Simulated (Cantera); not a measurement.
Input (Python, Cantera):

```python
import numpy as np
import cantera as ct

gas = ct.Solution("gri30.yaml")
gas.TPX = 1698, 6400, {'NO': 1, 'N2': 0.68}
reactor = ct.IdealGasConstPressureReactor(gas, energy="off", clone=False)
net = ct.ReactorNet([reactor])
net.rtol, net.atol = 1e-08, 1e-18
show = ['NO', 'N2', 'NO2', 'O2', 'N2O', 'O']
times = np.geomspace(1e-05, 20, 15)

steps = ct.SolutionArray(gas, extra=["t"])
rows = []
print(f"{'t/s':>10s}{'T/K':>9s}{'P/Pa':>11s}" + "".join(f"{s:>11s}" for s in show))
for t in times:
    while net.time < t:
        t_next = net.step()
        steps.append(gas.state, t=t_next)
    rows.append([np.interp(t, steps.t, y) for y in (steps.T, steps.P, *steps(*show).X.T)])
    print(f"{t:10.3e}{rows[-1][0]:9.1f}{rows[-1][1]:11.4g}" + "".join(f"{x:11.3e}" for x in rows[-1][2:]))
rate = np.gradient(steps.T, steps.t)
print("integrator steps:", len(steps.t))
if steps.T.max() > steps.T[0] + 200:
    print(f"time of steepest temperature rise: {steps.t[rate.argmax()]:.4e} s")
gas.TPX = 1698, 6400, {'NO': 1, 'N2': 0.68}
gas.equilibrate("TP")
print(f"equilibrium (TP): T = {gas.T:.1f} K  " + "  ".join(f"{s} {gas[s].X[0]:.3e}" for s in show))
```

Output:

```
       t/s      T/K       P/Pa         NO         N2        NO2         O2        N2O          O
 1.000e-05   1698.0       6400  5.952e-01  4.048e-01  3.666e-11  1.051e-12  1.991e-08  1.988e-08
 2.819e-05   1698.0       6400  5.952e-01  4.048e-01  2.881e-10  8.263e-12  5.612e-08  5.585e-08
 7.946e-05   1698.0       6400  5.952e-01  4.048e-01  2.263e-09  6.499e-11  1.581e-07  1.560e-07
 2.240e-04   1698.0       6400  5.952e-01  4.048e-01  1.757e-08  5.071e-10  4.452e-07  4.291e-07
 6.314e-04   1698.0       6400  5.952e-01  4.048e-01  1.324e-07  3.902e-09  1.251e-06  1.130e-06
 1.780e-03   1698.0       6400  5.952e-01  4.048e-01  9.076e-07  2.950e-08  3.497e-06  2.677e-06
 5.017e-03   1698.0       6400  5.952e-01  4.048e-01  5.043e-06  2.441e-07  9.624e-06  5.148e-06
 1.414e-02   1698.0       6400  5.952e-01  4.048e-01  1.940e-05  2.446e-06  2.536e-05  8.247e-06
 3.986e-02   1698.0       6400  5.951e-01  4.048e-01  4.586e-05  2.394e-05  5.953e-05  1.237e-05
 1.124e-01   1698.0       6400  5.947e-01  4.049e-01  6.095e-05  1.451e-04  1.066e-04  1.519e-05
 3.168e-01   1698.0       6400  5.939e-01  4.053e-01  6.638e-05  5.653e-04  1.278e-04  1.648e-05
 8.929e-01   1698.0       6400  5.914e-01  4.066e-01  7.356e-05  1.783e-03  1.273e-04  1.772e-05
 2.517e+00   1698.0       6400  5.846e-01  4.100e-01  9.054e-05  5.197e-03  1.234e-04  2.068e-05
 7.095e+00   1698.0       6400  5.657e-01  4.194e-01  1.248e-04  1.461e-02  1.137e-04  2.704e-05
 2.000e+01   1698.0       6400  5.164e-01  4.441e-01  1.765e-04  3.922e-02  9.207e-05  3.865e-05
integrator steps: 593
equilibrium (TP): T = 1698.0 K  NO 3.237e-03  N2 7.007e-01  NO2 3.053e-06  O2 2.959e-01  N2O 4.513e-08  O 9.468e-05
```

Detailed kinetics in Cantera: GRI-Mech 3.0 (53 species, 325 reactions).
